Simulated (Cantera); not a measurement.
Feed: 1 mol CaO, 1.4 mol Cl2, 1.1 mol N2, held at 1150 K and 10000 Pa.

These are equilibrium values from Cantera (NASA tables, ideal gas, pure condensed phases), not measurements of a reactor. Candidate condensed phases: Ca, CaCl2, CaO; 17 gas species. Condensed phases not in the tables: oxide chlorides. Kinetics and transport are ignored.

Base state: N2 0.549, O2 0.249, Cl2 0.198, Cl 0.00386, NO 0.000119, ClO 2.65e-5, CaCl2 2.09e-5 (mole fractions); condensed: CaCl2(l).

Q: What changes in the equilibrium state with this change: temperature from 1150 K to 1423.15 K?

A: 
```
species          before     after
-------------  --------  --------
N2                0.549     0.535
O2                0.249     0.243
Cl2               0.198     0.172
Cl              0.00386    0.0445
CaCl2           2.09e-5   0.00500
ClO             2.65e-5  0.000189
NO             0.000119  0.000729
CaCl2(l), mol     1.000     0.990
```

Q: What changes in the equilibrium state with this change: temperature from 1150 K to 1275 K?

A: 
```json
[
 {"species": "N2", "before": "0.549", "after": "0.546"},
 {"species": "O2", "before": "0.249", "after": "0.248"},
 {"species": "Cl2", "before": "0.198", "after": "0.192"},
 {"species": "Cl", "before": "0.00386", "after": "0.0137"},
 {"species": "CaCl2", "before": "2.09e-5", "after": "0.000352"},
 {"species": "ClO", "before": "2.65e-5", "after": "7.40e-5"},
 {"species": "NO", "before": "0.000119", "after": "0.000303"},
 {"species": "CaCl2(l), mol", "before": "1.000", "after": "0.999"}
]
```
